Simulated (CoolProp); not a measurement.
Saturation properties of C3F8 (R218) (Tc = 345.0 K, pc = 2640 kPa, ω = 0.317).

Model: reference Helmholtz-energy equation of state, Lemmon 2006, in CoolProp. It is a short technical equation, of lower accuracy than the large ones.

```csv
T (K),p (kPa),enthalpy of vaporisation (kJ/kg),liquid conductivity (mW/(m K))
263.3,297.0,94.36,54.7
266.9,336.6,92.74,53.7
270.5,380.0,91.08,52.7
274.1,427.4,89.35,51.7
277.6,477.7,87.62,50.8
281.2,533.9,85.78,49.8
284.8,594.9,83.86,48.8
288.4,661.0,81.87,47.8
292,732.4,79.79,46.9
295.6,809.4,77.61,45.9
299.2,892.3,75.33,45.0
302.7,978.8,73.00,44.1
```

It boils at 236.4 K under 1 atm.

Thermal conductivity comes from a separate model (Huber 2003), an estimate that may be off by 10 % or more.
